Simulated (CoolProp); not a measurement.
n-nonane along the isotherm 326.85 °C: fugacity coefficient from the reference equation and from simpler models built on Tc = 321.4 °C, pc = 2282 kPa, ω = 0.443; each cubic takes its own stable root.

Values from CoolProp's reference Helmholtz-energy equation of state, Lemmon 2006. It is a short technical equation, of lower accuracy than the large ones.

```tsv
p (kPa)	phase	reference	Redlich-Kwong	Soave-Redlich-Kwong
72.2	gas	0.9893	0.9895	0.9896
122	gas	0.9820	0.9823	0.9824
206	gas	0.9696	0.9702	0.9704
347	gas	0.9490	0.9500	0.9504
585	gas	0.9143	0.9162	0.9168
988	gas	0.8560	0.8597	0.8608
1670	gas	…	…	…
2810	supercritical	0.5715	0.5874	0.5929
4750	supercritical	0.3846	0.4090	0.4137
8010	supercritical	0.2766	0.3056	0.3095
13500	supercritical	…	0.2561	0.2598
22800	supercritical	0.2102	0.2574	0.2613
```

Problem. What belongs in the gaps?

Solution. 
- 1670, reference: 0.7573
- 1670, Redlich-Kwong: 0.7652
- 1670, Soave-Redlich-Kwong: 0.7671
- 13500, reference: 0.2214
